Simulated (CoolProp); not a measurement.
R123 at 458.97 K and 0.211 MPa flows at 14 m/s in a round tube of 20 mm bore and 1.5 µm roughness, fully developed (64/Re and Nu = 3.66 if laminar; Colebrook and Gnielinski if turbulent). Each further row changes one setting.

The numbers come from the reference Helmholtz-energy equation of state, Younglove 1994 in CoolProp. It is a modified Benedict-Webb-Rubin equation, recast in Helmholtz form.

```json
[
 {"case": "as stated", "Reynolds number": "150000", "Darcy friction factor": "0.0170", "pressure drop (Pa/m)": "…", "heat-transfer coefficient (W/(m² K))": "242", "mass flow (kg/h)": "137"},
 {"case": "velocity 28 m/s", "Reynolds number": "301000", "Darcy friction factor": "0.0152", "pressure drop (Pa/m)": "…", "heat-transfer coefficient (W/(m² K))": "…", "mass flow (kg/h)": "273"},
 {"case": "diameter 40 mm", "Reynolds number": "301000", "Darcy friction factor": "0.0148", "pressure drop (Pa/m)": "314", "heat-transfer coefficient (W/(m² K))": "…", "mass flow (kg/h)": "546"}
]
```

Problem. Fill in the missing entries.

Solution. 
- as stated, pressure drop (Pa/m): 721
- velocity 28 m/s, pressure drop (Pa/m): 2570
- velocity 28 m/s, heat-transfer coefficient (W/(m² K)): 431
- diameter 40 mm, heat-transfer coefficient (W/(m² K)): 210

Viscosity comes from a separate model (Tanaka 1996). Thermal conductivity comes from a separate model (Laesecke 1996).
